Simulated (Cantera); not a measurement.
Feed: 1 mol Al(CH₃)₃, 1.9 mol O₂, 710 mol N₂, 2 mol NH₃, held at 673.15 K and 75.0 Torr.

Cantera equilibrium calculation (NASA polynomials, part measured and part estimated; ideal gas, pure solids and liquids). Candidate condensed phases: Al, AlN, Al₂O₃, C, C₆H₆, C₇H₈, C₈H₁₈, H₂O; 148 gas species. The feed counts by its element totals alone. Rates play no part.

Base state: N₂ 0.988, H₂ 0.00936, CO₂ 0.000810, H₂O 0.000793, CO 0.000783, CH₄ 0.000133 (mole fractions); condensed: Al₂O₃(s) + C(graphite).

Task: What changes in the equilibrium state with this change: temperature from 673.15 K to 873 K?

Result: 
```
species             before    after
----------------  --------  -------
N₂                   0.988    0.986
H₂                 0.00936   0.0104
CO                0.000783  0.00315
CO₂               0.000810  1.13e-5
H₂O               0.000793  1.39e-5
CH₄               0.000133  4.84e-6
Al₂O₃(s), mol        0.500    0.500
C(graphite), mol      1.76    0.715
```

Task: What changes in the equilibrium state with this change: O₂ from 1.9 to 28 mol?

Result: 
```csv
species,before,after
N₂,0.988,0.958
O₂,<1e-9,0.0276
H₂O,0.000793,0.0101
H₂,0.00936,<1e-9
CO,0.000783,<1e-9
CH₄,0.000133,<1e-9
CO₂,0.000810,0.00404
"Al₂O₃(s), mol",0.500,0.500
"C(graphite), mol",1.76,0
```
